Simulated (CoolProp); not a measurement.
Vapour pressure (bar) of fluoroethane (R161): the reference equation beside estimates from Tc = 102.1 °C, pc = 50.10 bar, ω = 0.216. Clausius-Clapeyron is anchored at -68.05 °C with a constant enthalpy of vaporisation of 21.91 kJ/mol.

The numbers come from the reference Helmholtz-energy equation of state, Wu 2012 in CoolProp.

| T (°C) | reference | Lee-Kesler | Clausius-Clapeyron | van der Waals | Redlich-Kwong | Soave-Redlich-Kwong | Peng-Robinson |
|---|---|---|---|---|---|---|---|
| -74.45 | 0.1286 | 0.1221 | 0.1294 | 2.033 | 0.2421 | 0.1243 | 0.1312 |
| -68.05 | 0.1957 | 0.1871 | 0.1957 | 2.485 | 0.3586 | 0.1900 | 0.1986 |
| -61.55 | 0.2910 | 0.2802 | 0.2904 | 3.013 | 0.5182 | 0.2837 | 0.2941 |
| -55.15 | 0.4187 | 0.4058 | 0.4185 | 3.603 | 0.7250 | 0.4098 | 0.4216 |
| -48.65 | 0.5912 | 0.5766 | 0.5939 | 4.280 | 0.9951 | 0.5809 | 0.5937 |
| -42.25 | 0.8125 | 0.7971 | 0.8222 | 5.026 | 1.330 | 0.8011 | 0.8141 |
| -35.75 | 1.100 | 1.085 | 1.124 | 5.870 | 1.752 | 1.088 | 1.100 |
| -29.25 | 1.462 | 1.449 | 1.510 | 6.804 | 2.267 | 1.451 | 1.460 |
| -22.85 | 1.904 | 1.893 | 1.991 | 7.815 | 2.876 | 1.894 | 1.899 |

Absolute difference from the reference over all 9 rows, mean and median: Lee-Kesler 2.6 and 2.5 %, Clausius-Clapeyron 1.4 and 0.6 %, van der Waals 733.2 and 624.0 %, Redlich-Kwong 68.9 and 68.3 %, Soave-Redlich-Kwong 1.8 and 1.7 %, Peng-Robinson 0.7 and 0.4 %.
